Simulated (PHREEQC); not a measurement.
Synthetic water in mmol/kgw, 25 °C, pH 3.66, pe 11.6:

```
constituent  mmol/kgw
-----------  --------
Na               7.65
K              0.0677
Ca               2.86
Mg               24.1
Cl               11.4
S(6)               26
N(5)            0.154
Cu(2)          0.0067
Zn              0.399
Pb              0.029
Fe(3)          0.0255
```

Valence states are taken as typed.

The numbers come from PHREEQC with the ion-association model, wateq4f.dat.

```tsv
quantity	before	after
ionic strength (mol/kgw)	0.0740	0.136
SO4-2 (mol/kgw)	0.0151	0.0272
Mg+2 (mol/kgw)	0.0148	0.0271
MgSO4 (mol/kgw)	0.00930	0.0211
Ca+2 (mol/kgw)	0.00188	0.00350
CaSO4 (mol/kgw)	0.000975	0.00221
SI of Anglesite (PbSO4)	+0.22	+0.53
SI of Jarosite-Na (NaFe3(SO4)2(OH)6)	-0.26	+0.85
```

Question: What was changed between the two runs?
(A) all concentrations times 2 at the same typed pH
(B) Cu(2) from 0.0067 to 0.00335 mmol/kgw
(C) temperature from 25 to 70 °C at the same typed pH

Answer: A, all concentrations times 2 at the same typed pH

No solid was allowed to form. Some of these states are supersaturated (in Jarosite-K, Anglesite, for instance).
